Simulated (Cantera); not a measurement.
A perfectly stirred reactor is fed with CH₄ : CO₂ = 1 : 0.58 (molar parts), at 10.0 bar; it is held at 1648 K, and followed from long to short residence time.

Cantera simulation using GRI-Mech 3.0 (53 species, 325 reactions); the numbers are that mechanism's predictions, not measurements. GRI-Mech 3.0 stops at C3 and has no aromatics, soot or wall deposition, so with more carbon than oxygen in the feed, carbon stays in small species such as C2H2 where larger ones or solid carbon would form.

### Question
Predict: x(CH₄) at τ = 0.590 s; x(CO₂) at τ = 0.590 s; x(CO) at τ = 0.590 s; x(CH₂) at τ = 0.590 s; x(CH₄) at τ = 33.0 ms; x(CO₂) at τ = 33.0 ms; x(CO) at τ = 33.0 ms; x(CH₂) at τ = 33.0 ms.

### Answer
| Quantity | Value |
|---|---|
| x(CH₄) at τ = 0.590 s | 0.121 |
| x(CO₂) at τ = 0.590 s | 0.0315 |
| x(CO) at τ = 0.590 s | 0.304 |
| x(CH₂) at τ = 0.590 s | 8.70e-9 |
| x(CH₄) at τ = 33.0 ms | 0.197 |
| x(CO₂) at τ = 33.0 ms | 0.119 |
| x(CO) at τ = 33.0 ms | 0.165 |
| x(CH₂) at τ = 33.0 ms | 1.67e-8 |
